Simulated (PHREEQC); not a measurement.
Make-up at 86 °C: 0.0059 mol SrBr2 per kg of water. Closed to the air; pH follows from the charge balance.

Model: ion-association model, phreeqc.dat, run in PHREEQC.

```yaml
ionic_strength: 0.0177 mol/kgw
specific_conductance: 3720 µS/cm
```

```csv
species,molality,activity,log γ
Br-,0.0118,0.0101,-0.068
Sr+2,0.00590,0.00334,-0.247
H+,6.65e-7,5.86e-7,-0.055
OH-,6.64e-7,5.70e-7,-0.067
```

No solid was allowed to form. Complexes and solids missing from the database can't appear. Constants without temperature data keep their 25 °C values here.
